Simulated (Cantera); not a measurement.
A closed system holds: 1 mol Si, 1.6 mol HF, 78 mol H₂, held at 1175 K and 1.00 bar.

Equilibrium computed with Cantera from the NASA thermochemical tables; the gas is ideal and each condensed phase is pure. Candidate condensed phases: Si; 25 gas species. The tables' values for SiF₃ are old estimates; treat these amounts as uncertain. Equilibrium is a limit: real reactors are often held back by kinetics, nucleation or transport.

Base state: H₂ 0.994, SiF₄ 0.00354, SiHF₃ 0.00165, SiH₂F₂ 0.000382, SiF₃ 8.36e-5, HF 5.24e-5, SiH₃F 2.23e-5 (mole fractions); condensed: Si(s).

Problem. What changes in the equilibrium state with this change: HF from 1.6 to 17 mol?

Solution. 
```csv
species,before,after
H₂,0.994,0.851
HF,5.24e-5,0.138
SiF₄,0.00354,0.0106
SiH₂F₂,0.000382,<1e-9
SiH₃F,2.23e-5,<1e-9
SiHF₃,0.00165,1.61e-6
"Si(s), mol",0.550,0
```

Problem. What changes in the equilibrium state with this change: H₂ from 78 to 0.12 mol?

Solution. 
| species | before | after |
|---|---|---|
| H₂ | 0.994 | 0.683 |
| SiF₄ | 0.00354 | 0.276 |
| SiHF₃ | 0.00165 | 0.0360 |
| SiF₃ | 8.36e-5 | 0.00220 |
| SiF₂ | 2.33e-6 | 2.05e-5 |
| SiH₂F₂ | 0.000382 | 0.00232 |
| HF | 5.24e-5 | 0.000129 |
| Si(s), mol | 0.550 | 0.586 |
The tables' values for SiF₃, SiF₂ are old estimates; treat these amounts as uncertain.
